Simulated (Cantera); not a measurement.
Input: 1 mol TiCl4, 0.1 mol O2, at 6.50 mbar.

Method: chemical equilibrium by Gibbs-energy minimisation in Cantera with the NASA 1993 tables (ideal gas, pure condensed phases). Candidate condensed phases: Ti, TiCl2, TiCl3, TiCl4, TiO, TiO2, Ti2O3, Ti3O5, Ti4O7; 15 gas species. Rates play no part.

**Question.** At 1223 K, list the 4 most abundant gas species with their mole fractions, and the condensed phases.

**Answer.** TiCl4 0.806, Cl2 0.164, Cl 0.0301, TiCl3 3.50e-5. Condensed: TiO2(rutile).
